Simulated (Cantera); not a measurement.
Input: 1 mol SiH₄, 85 mol H₂, 4.2 mol HCl, at 0.120 bar.

Cantera equilibrium calculation (NASA polynomials, part measured and part estimated; ideal gas, pure solids and liquids). Candidate condensed phases: Si; 19 gas species. Kinetics and transport are ignored.

Over these rows the condensed part is Si(s). Partial pressures as log10 of bar:

```
T (K)  1000/T (1/K)  log p SiCl₂  log p H₂  log p HCl
-----  ------------  -----------  --------  ---------
1000         1.0000        -4.68     -0.93      -2.92
1050         0.9524        -4.33     -0.93      -2.77
1100         0.9091        -4.03     -0.93      -2.64
1150         0.8696            ?     -0.93      -2.53
1200         0.8333        -3.60     -0.94      -2.45
1250         0.8000        -3.47     -0.94      -2.41
```

Task: Fit log p(SiCl₂) = a + b·(1000/T) to the five rows, give the apparent enthalpy, and predict the row at 1150 K.

Result: Means: 1000/T = 0.8990, log p = -4.022. Sxy = -0.165359, Sxx = 0.0272721, so b = -6.06 and a = -4.022 − (-6.06)×0.8990 = 1.43.
Apparent enthalpy: −19.145 × (-6.06) = 116 kJ/mol. With the condensed phases at unit activity, Si(s) + 2 HCl(g) = SiCl₂(g) + H₂(g) links this pressure to the main gases: over the six rows their terms move log p by +1.03 in all, so the slope isn't that reaction's ΔH° alone. The five rows lie within 0.05 of the line.
Prediction at 1150 K: 1.43 + (-6.06)×0.8696 = -3.84. The computed value is -3.78, 0.06 from the line.
